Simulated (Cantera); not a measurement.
An adiabatic, constant-volume homogeneous reactor starts with 10.0 % CH₄, 2.41 % C₂H₆, 0.521 % C₃H₈, 18.3 % O₂, 68.8 % N₂, equivalence ratio 1.7, at 1550 K and 10.0 bar.

Cantera simulation using GRI-Mech 3.0 (53 species, 325 reactions); the numbers are that mechanism's predictions, not measurements. Above 3000 K some thermodynamic fits are extrapolated.

Question: Predict: time of steepest temperature rise; temperature at 2.00 s; equilibrium temperature; x(CH₂O) at 2.00 s; x(O) at 2.00 s.

Answer: 
- time of steepest temperature rise: 18.5 µs
- temperature at 2.00 s: 3055 K
- equilibrium temperature: 3055 K
- x(CH₂O) at 2.00 s: 1.12e-7 (gas-phase equilibrium 1.12e-7)
- x(O) at 2.00 s: 0.000457 (gas-phase equilibrium 0.000457)
